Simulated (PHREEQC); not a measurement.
Ca(OH)2 is added in steps, without added water, to 1 kg of water holding 0.0017 mol/kgw H2SO4 and 0.076 mol/kgw KCl, at 25 °C. Oxygen alone is held at its pressure in air (log pO2 = -0.68). The system is closed to CO2. The run lets Gypsum, Portlandite precipitate or redissolve, and no other solid.

Base run: PHREEQC, ion-association model, wateq4f.dat. Each further column changes one thing. The table gives pH.

| Ca(OH)2 added (mol) | base | temperature from 25 to 65 °C | H2SO4 from 0.0017 to 0.00255 mol/kgw | H2SO4 replaced by Ag2SO4 at the same molality | no solid may form |
|---|---|---|---|---|---|
| 0 | 2.57 | 2.60 | 2.40 | 7.00 | 2.57 |
| 0.0009 | 2.90 | 2.93 | 2.59 | 11.14 | 2.90 |
| 0.00135 | 3.26 | 3.29 | 2.73 | 11.32 | 3.26 |
| 0.00225 | 10.93 | 9.84 | 3.34 | … | 10.93 |
| 0.0027 | 11.18 | 10.10 | 10.36 | 11.61 | 11.18 |
| 0.0036 | 11.46 | 10.38 | 11.20 | 11.74 | 11.46 |
| 0.00405 | 11.55 | … | 11.35 | 11.79 | 11.55 |
| 0.00495 | 11.69 | 10.61 | 11.56 | 11.87 | 11.69 |
| 0.0054 | 11.74 | … | 11.63 | 11.91 | 11.74 |
| 0.0063 | 11.83 | 10.76 | 11.74 | 11.97 | 11.83 |
| 0.00675 | 11.87 | 10.80 | 11.79 | 12.00 | 11.87 |
| 0.00765 | 11.94 | 10.87 | 11.87 | 12.05 | 11.94 |
| 0.0081 | 11.97 | 10.90 | 11.91 | 12.07 | 11.97 |
| 0.009 | 12.03 | 10.95 | 11.97 | 12.12 | 12.03 |

Q: Fill in the missing entries.

A: 
- 0.00225, H2SO4 replaced by Ag2SO4 at the same molality: 11.54
- 0.00405, temperature from 25 to 65 °C: 10.47
- 0.0054, temperature from 25 to 65 °C: 10.67

 Away from 25 °C the constants follow the database's enthalpies or fits; those with neither stay at their 25 °C values. Solids allowed in the column 'H2SO4 replaced by Ag2SO4 at the same molality': Gypsum, Portlandite, Cerargyrite, Ag2O, Ag2SO4.
